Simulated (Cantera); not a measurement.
Feed: 1 mol trisilylamine, 1.2 mol NH3, 2.3 mol H2, at 2100 K.

Cantera equilibrium calculation (NASA polynomials, part measured and part estimated; ideal gas, pure solids and liquids). Candidate condensed phases: Si, Si3N4; 18 gas species. The feed counts by its element totals alone. Gases not in the tables: Si2H6 and higher silanes. Kinetics and transport are ignored.

### Question
Which condensed phases are stable at each of these points (P (Pa)): 5, 17, 59, 210, 710, 2400, 8400, 29000, 100000?

### Answer
```csv
P (Pa),condensed phases,Si condensed (%)
5,gas only,0.0
17,gas only,0.0
59,gas only,0.0
210,Si(l),75.7
710,Si(l),93.0
2400,Si(l),97.9
8400,Si(l),99.3
29000,Si(l),99.7
100000,Si(l),99.9
```

From 5.00 Pa to 59.0 Pa nothing is condensed. From 2.10 mbar to 1.00 bar the condensed part is Si(l).
